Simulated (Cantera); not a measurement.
Silicon oxide and oxynitride deposition: HMDSO + CO₂ + H₂

Input: 1 mol HMDSO, a varied amount of CO₂, 22 mol H₂, held at 1325 °C and 1.00 bar.

Cantera equilibrium calculation (NASA polynomials, part measured and part estimated; ideal gas, pure solids and liquids). Candidate condensed phases: C, C₆H₆, C₇H₈, C₈H₁₈, H₂O, Si, SiC, SiO₂; 123 gas species. The feed counts by its element totals alone. Mutual solubility and eutectic melting of coexisting phases are not modelled. The tables hold silica as quartz up to 1696 K and as liquid above; real silica turns to tridymite and cristobalite and melts near 1996 K. Equilibrium is a limit: real reactors are often held back by kinetics, nucleation or transport.

```json
[
 {"n(CO₂) (mol)": "1.3", "log p H₂": "-0.05", "log p CO": "-1.01", "log p CH₄": "-2.88", "log p SiO": "-3.55", "log p H₂O": "-4.11", "log p H": "-4.30", "n C(graphite)": "2.01", "n SiC(s)": "1.88", "n SiO₂(β-quartz)": "0.111"},
 {"n(CO₂) (mol)": "1.7", "log p H₂": "-0.05", "log p CO": "-1.01", "log p CH₄": "-2.88", "log p SiO": "-3.55", "log p H₂O": "-4.11", "log p H": "-4.30", "n C(graphite)": "2.81", "n SiC(s)": "1.48", "n SiO₂(β-quartz)": "0.511"},
 {"n(CO₂) (mol)": "2.2", "log p H₂": "-0.05", "log p CO": "-1.01", "log p CH₄": "-2.88", "log p SiO": "-3.55", "log p H₂O": "-4.11", "log p H": "-4.30", "n C(graphite)": "3.81", "n SiC(s)": "0.979", "n SiO₂(β-quartz)": "1.01"},
 {"n(CO₂) (mol)": "2.8", "log p H₂": "-0.05", "log p CO": "-1.01", "log p CH₄": "-2.88", "log p SiO": "-3.55", "log p H₂O": "-4.11", "log p H": "-4.30", "n C(graphite)": "5.01", "n SiC(s)": "0.379", "n SiO₂(β-quartz)": "1.61"},
 {"n(CO₂) (mol)": "3.6", "log p H₂": "-0.06", "log p CO": "-0.92", "log p CH₄": "-2.90", "log p SiO": "-3.64", "log p H₂O": "-4.03", "log p H": "-4.30", "n C(graphite)": "5.35", "n SiC(s)": "0", "n SiO₂(β-quartz)": "1.99"},
 {"n(CO₂) (mol)": "4.6", "log p H₂": "-0.08", "log p CO": "-0.78", "log p CH₄": "-2.94", "log p SiO": "-3.78", "log p H₂O": "-3.91", "log p H": "-4.31", "n C(graphite)": "4.35", "n SiC(s)": "0", "n SiO₂(β-quartz)": "1.99"},
 {"n(CO₂) (mol)": "5.9", "log p H₂": "-0.11", "log p CO": "-0.66", "log p CH₄": "-3.00", "log p SiO": "-3.90", "log p H₂O": "-3.82", "log p H": "-4.33", "n C(graphite)": "3.06", "n SiC(s)": "0", "n SiO₂(β-quartz)": "2.00"}
]
```
log p: log10 of the partial pressure in bar; n: condensed amount in mol.

From 1.3 mol CO₂ to 2.8 mol CO₂ the condensed part is C(graphite) + SiC(s) + SiO₂(β-quartz). From 3.6 mol CO₂ to 5.9 mol CO₂ the condensed part is C(graphite) + SiO₂(β-quartz). The main Si-bearing gas is SiO throughout.
